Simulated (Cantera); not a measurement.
Mixture: CO : H₂ : CH₄ : O₂ : N₂ = 1 : 0.12 : 0.51 : 2.36 : 8.87 (molar parts), at 21.0 bar, adiabatic and at constant pressure. Ignition delay is the time to a rise of 400 K.

Detailed kinetics in Cantera: GRI-Mech 3.0 (53 species, 325 reactions). The pressure lies above the range GRI-Mech 3.0 was tuned for (to about 10 atm).

### Question
What does this change do: pressure from 21.0 bar to 1.00 bar?

### Answer
| quantity | before | after |
|---|---|---|
| delay at 1050 K | 4.45 ms | 15.0 ms |
| delay at 1150 K | 0.900 ms | 5.89 ms |
| delay at 1250 K | 0.271 ms | 2.28 ms |
| delay at 1350 K | 0.106 ms | 0.959 ms |
| apparent activation energy between 1300 and 1400 K | 130 kJ/mol | 120 kJ/mol |
